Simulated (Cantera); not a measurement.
Input: 1 mol Si3N4, 0.69 mol H2O, 8.4 mol N2, at 0.00120 bar.

Cantera equilibrium calculation (NASA polynomials, part measured and part estimated; ideal gas, pure solids and liquids). Candidate condensed phases: H2O, Si, SiO2, Si2N2O, Si3N4; 35 gas species. The tables' values for SiN are old estimates; treat these amounts as uncertain. Equilibrium is a limit: real reactors are often held back by kinetics, nucleation or transport. All values below are at 1950 K.

Base state: N2 0.861, SiO 0.0572, H2 0.0533, Si 0.0198, H 0.00764, Si2N 0.000258, SiN 0.000188, Si2 0.000182 (mole fractions); condensed: Si(l).

### Question
What changes in the equilibrium state with this change: H2O from 0.69 to 0.066 mol?

### Answer
| species | before | after |
|---|---|---|
| N2 | 0.861 | 0.966 |
| Si | 0.0198 | 0.0198 |
| SiO | 0.0572 | 0.00613 |
| H2 | 0.0533 | 0.00495 |
| SiH | 0.000121 | 3.70e-5 |
| H | 0.00764 | 0.00233 |
| Si(l), mol | 2.05 | 2.71 |

### Question
What changes in the equilibrium state with this change: pressure from 0.00120 bar to 1.80e-5 bar?

### Answer
| species | before | after |
|---|---|---|
| N2 | 0.861 | 0.722 |
| Si | 0.0198 | 0.160 |
| SiO | 0.0572 | 0.0479 |
| H | 0.00764 | 0.0436 |
| H2 | 0.0533 | 0.0261 |
| Si2N | 0.000258 | 2.82e-5 |
| Si3 | 4.00e-5 | 4.69e-6 |
| Si(l), mol | 2.05 | 0 |
